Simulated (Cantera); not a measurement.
Feed: 1 mol CuO, 5.3 mol NF₃, 0.8 mol H₂, held at 1923 K and 0.00133 bar.

These are equilibrium values from Cantera (NASA tables, ideal gas, pure condensed phases), not measurements of a reactor. Candidate condensed phases: Cu, CuF₂, CuO, Cu(OH)₂, Cu₂O, H₂O; 45 gas species. The numbers say what is thermodynamically allowed, not how fast it happens.

Base state: F 0.693, N₂ 0.141, HF 0.0853, CuF 0.0371, O₂ 0.0254, CuF₂ 0.0162, O 0.00158, NO 0.000903 (mole fractions); condensed: gas only.

**Question.** What changes in the equilibrium state with this change: temperature from 1923 K to 1348 K?

**Answer.** 
| species | before | after |
|---|---|---|
| F | 0.693 | 0.681 |
| N₂ | 0.141 | 0.147 |
| HF | 0.0853 | 0.0887 |
| CuF₂ | 0.0162 | 0.0554 |
| CuF | 0.0371 | 1.59e-5 |
| O₂ | 0.0254 | 0.0277 |
| Cu | 2.78e-5 | <1e-9 |
| O | 0.00158 | 1.86e-6 |
| F₂ | 4.47e-6 | 0.000376 |
| NO | 0.000903 | 8.38e-5 |

**Question.** What changes in the equilibrium state with this change: 0.26 mol H₂O added?

**Answer.** 
```json
[
 {"species": "F", "before": "0.693", "after": "0.661"},
 {"species": "N₂", "before": "0.141", "after": "0.140"},
 {"species": "HF", "before": "0.0853", "after": "0.112"},
 {"species": "O₂", "before": "0.0254", "after": "0.0319"},
 {"species": "CuF₂", "before": "0.0162", "after": "0.0155"},
 {"species": "CuF", "before": "0.0371", "after": "0.0373"},
 {"species": "O", "before": "0.00158", "after": "0.00177"},
 {"species": "NO", "before": "0.000903", "after": "0.00101"},
 {"species": "Cu", "before": "2.78e-5", "after": "2.94e-5"}
]
```
